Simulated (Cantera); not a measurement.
What does this Cantera script print?

```python
import numpy as np
import cantera as ct

gas_names = [...]  # 110 gases of nasa_gas.yaml made of C, H, O
cond_names = """
    C(gr) C6H6(L) C7H8(L) C8H18(L),n-octa H2O(s) H2O(L)
""".split()


# ... load() reads the species with a 1 bar reference pressure and builds the phases ...
atoms = {
    'C2H6': {'C': 2, 'H': 6},
    'CO2': {'C': 1, 'O': 2},
    'H2': {'H': 2},
}
top_T = {'C(gr)': 4500}  # K; cautious upper limits of use, not melting points


# ... equilibrate(T, P, feed) seeds the gas with the atoms and calls Mixture.equilibrate('TP', solver="vcs", rtol=1e-11, max_steps=5000) ...
results = []
feed = {'C2H6': 1, 'CO2': 4.8, 'H2': 26}  # mol
T = 675  # K
for P in [10, 56, 320, 1800, 10000, 56000, 320000, 1800000, 10000000]:
    mix = equilibrate(T, P, feed)
    results.append((T, P, feed, dict(zip(mix.species_names, mix.species_moles))))

top = {s: max(r[3][s] / sum(r[3][g] for g in gas_names) for r in results) for s in gas_names}
cols = sorted((s for s in top if top[s] > 0.001), key=lambda s: -top[s])[:5]
seen = [c for c in cond_names if any(r[3].get(c, 0) > 1e-12 for r in results)]
print("log10 of partial pressures in bar; condensed amounts in mol")
print(f"{'P/Pa':>10s}" + "".join(f"{s[:9]:>10s}" for s in cols + seen))
for T, P, feed, n in results:
    ng = sum(n[g] for g in gas_names)
    print(f"{P:10.4g}" + "".join(f"{np.log10(max(n[s] / ng * P / 1e5, 1e-99)):10.3f}" for s in cols)
          + "".join(f"{n.get(c, 0):10.4g}" for c in seen))
```

It prints:

```
log10 of partial pressures in bar; condensed amounts in mol
      P/Pa        H2       H2O       CH4        CO       CO2     C(gr)
        10    -4.105    -5.594    -7.418    -4.865    -5.274         0
        56    -3.357    -4.607    -5.550    -4.255    -4.425    0.8717
       320    -2.621    -3.468    -4.077    -3.852    -3.620     2.163
      1800    -1.950    -2.457    -2.736    -3.512    -2.941      1.61
     1e+04    -1.365    -1.533    -1.648    -3.256    -2.346         0
   5.6e+04    -0.764    -0.656    -0.798    -3.332    -2.146         0
   3.2e+05    -0.072     0.138    -0.011    -3.825    -2.535         0
   1.8e+06     0.673     0.891     0.741    -4.554    -3.257         0
     1e+07     1.417     1.636     1.486    -5.298    -4.001         0
```

Method: chemical equilibrium by Gibbs-energy minimisation in Cantera with the NASA 1993 tables (ideal gas, pure condensed phases). The ideal-gas law is rough above about 30 bar.
